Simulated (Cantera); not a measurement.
An isothermal, constant-pressure homogeneous reactor starts with C2H4 : H2 = 1 : 7.5 (molar parts), at 1350 K and 28000 Pa. Integrator tolerance rtol = 1e-08.

Detailed kinetics in Cantera: GRI-Mech 3.0 (53 species, 325 reactions). GRI-Mech 3.0 was tuned for natural gas; its chemistry of ethylene as a main component is partial and can be far from experiment. GRI-Mech 3.0 stops at C3 and has no aromatics, soot or wall deposition, so with more carbon than oxygen in the feed, carbon stays in small species such as C2H2 where larger ones or solid carbon would form.

**Question.** What does this change do: temperature 1350 to 1198 K?

**Answer.** 
| quantity | before | after |
|---|---|---|
| x(C2H4) at 40.0 s | 0.0111 (gas-phase equilibrium 0.00958) | 0.0223 (gas-phase equilibrium 0.00217) |
| x(H2) at 40.0 s | 0.799 (gas-phase equilibrium 0.790) | 0.775 (gas-phase equilibrium 0.737) |
| x(C2H) at 40.0 s | 1.26e-10 (gas-phase equilibrium 9.89e-11) | 2.26e-12 (gas-phase equilibrium <1e-12) |
| x(CH4) at 40.0 s | 0.156 (gas-phase equilibrium 0.171) | 0.193 (gas-phase equilibrium 0.259) |
| x(C2H6) at 40.0 s | 7.27e-5 (gas-phase equilibrium 6.53e-5) | 0.000721 (gas-phase equilibrium 6.95e-5) |
| x(C2H2) at 40.0 s | 0.0336 (gas-phase equilibrium 0.0290) | 0.00856 (gas-phase equilibrium 0.000845) |

**Question.** What does this change do: H2 7.5 to 10 parts?

**Answer.** 
```tsv
quantity	before	after
x(C2H4) at 40.0 s	0.0111 (gas-phase equilibrium 0.00958)	0.00752 (gas-phase equilibrium 0.00612)
x(H2) at 40.0 s	0.799 (gas-phase equilibrium 0.790)	0.839 (gas-phase equilibrium 0.832)
x(C2H) at 40.0 s	1.26e-10 (gas-phase equilibrium 9.89e-11)	7.96e-11 (gas-phase equilibrium 5.84e-11)
x(CH4) at 40.0 s	0.156 (gas-phase equilibrium 0.171)	0.131 (gas-phase equilibrium 0.144)
x(C2H6) at 40.0 s	7.27e-5 (gas-phase equilibrium 6.53e-5)	5.09e-5 (gas-phase equilibrium 4.39e-5)
x(C2H2) at 40.0 s	0.0336 (gas-phase equilibrium 0.0290)	0.0216 (gas-phase equilibrium 0.0176)
```
